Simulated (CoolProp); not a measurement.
The fluid at 293.15 K and 0.0308 MPa expands adiabatically to 0.0176 MPa with isentropic efficiency 0.8. The same conditions are run with several fluids, on thermodynamics alone (safety and materials aside).

Model: reference Helmholtz-energy equation of state of each fluid (n-pentane: Thol 2019; R124: de Vries 1995; propylene: Lemmon 2013; R1132(E): Akasaka 2024; isobutane: Bücker 2006), in CoolProp.

Problem. Rank n-pentane, R124, propylene, R1132(E), isobutane by work (kJ/kg), highest first.

Solution. propylene (24.9), isobutane (18.2), R1132(E) (16.3), n-pentane (14.6), R124 (7.75)

| fluid | final temperature (K) | final density (kg/m³) |
|---|---|---|
| n-pentane | 283.7 | 0.544 |
| R124 | 282.0 | 1.03 |
| propylene | 276.2 | 0.324 |
| R1132(E) | 275.2 | 0.494 |
| isobutane | 281.6 | 0.439 |
